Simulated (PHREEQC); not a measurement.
A PHREEQC input (ion-association model, wateq4f.dat):

```
SOLUTION 1
  temp 20
  units mmol/kgw
  pH 5.88
  pe 10
  Na 5.83
  K 0.0481
  Ca 2.8
  Mg 0.345
  Cl 6.09
  S(6) 6.23 as SO4
  Alkalinity 7.11 as HCO3
  B 0.0977
  Zn 0.0034
  Cd 0.013
  Si 0.147 as SiO2
END
USE solution 1
EQUILIBRIUM_PHASES 1
  Gypsum 0 0
  CO2(g) -3.4 10
END
```

The run finishes without an error or a warning.

Its last state differs from that of the intended input:

```csv
quantity,as run,intended
pH,8.89,7.24
ionic strength (mol/kgw),0.0246,0.000566
HCO3- (mol/kgw),0.00578,0.000116
CaSO4 (mol/kgw),0.000605,6.79e-7
MgSO4 (mol/kgw),8.31e-5,1.49e-7
Cd+2 (mol/kgw),6.02e-6,1.12e-7
SI of Quartz (SiO2),+0.18,-1.56
SI of Otavite (CdCO3),+2.83,-1.98
```

**Question.** One thing in the input isn't as intended. What explains the difference?

**Answer.** This is not unique; one that fits is The fault: the units line changed with the numbers kept. The line should read `units mg/L` where the input has `units mmol/kgw`.
